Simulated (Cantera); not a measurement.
A perfectly stirred reactor is fed with CH₄ : N₂ = 1 : 27 (molar parts), at 0.000898 atm; it is held at 1775 K, and followed from long to short residence time.

Computed with Cantera and GRI-Mech 3.0 (53 species, 325 reactions). GRI-Mech 3.0 stops at C3 and has no aromatics, soot or wall deposition, so with more carbon than oxygen in the feed, carbon stays in small species such as C2H2 where larger ones or solid carbon would form. Radical loss at walls, strong at low pressure, is not modelled.

Q: What does this change do: pressure from 0.000898 atm to 0.0132 atm?

A: 
```tsv
quantity	before	after
x(CH₄) at τ = 2.20 s	0.0190	0.00425
x(C₂H₄) at τ = 2.20 s	0.000565	5.64e-5
x(C₂H) at τ = 2.20 s	1.49e-7	4.29e-7
x(C₂H₂) at τ = 2.20 s	0.00707	0.0150
x(H₂) at τ = 2.20 s	0.0228	0.0451
x(CH₄) at τ = 23.0 ms	0.0357	0.0338
x(C₂H₄) at τ = 23.0 ms	2.35e-7	0.000329
x(C₂H) at τ = 23.0 ms	<1e-12	6.48e-9
x(C₂H₂) at τ = 23.0 ms	1.66e-8	0.000271
x(H₂) at τ = 23.0 ms	2.52e-5	0.00178
```
